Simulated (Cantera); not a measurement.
Standard-state values (1 bar) from the NASA 1993 polynomials, evaluated with Cantera. Values are per mole of reaction as written; species without (g) are pure solids or liquids, kept so even where they would boil at 1 bar.

Ca + Cl2(g) → CaCl2, with ΔH° = -795.8 kJ and ΔS° = -160.9 J/K at 300 K.

How far is the shortcut ΔG° ≈ ΔH°(300 K) − T·ΔS°(300 K) from the full temperature-dependent value at 423, 448, 473, 498, 523, 548 K?


```tsv
T (K)	shortcut (kJ)	full (kJ)	difference (kJ)	difference in log10 K
423	-727.7	-728.0	0.3	-0.04
448	-723.7	-724.1	0.4	-0.05
473	-719.7	-720.2	0.6	-0.06
498	-715.7	-716.4	0.7	-0.08
523	-711.6	-712.5	0.9	-0.09
548	-707.6	-708.7	1.1	-0.10
```
The shortcut ignores the heat-capacity change of the reaction.
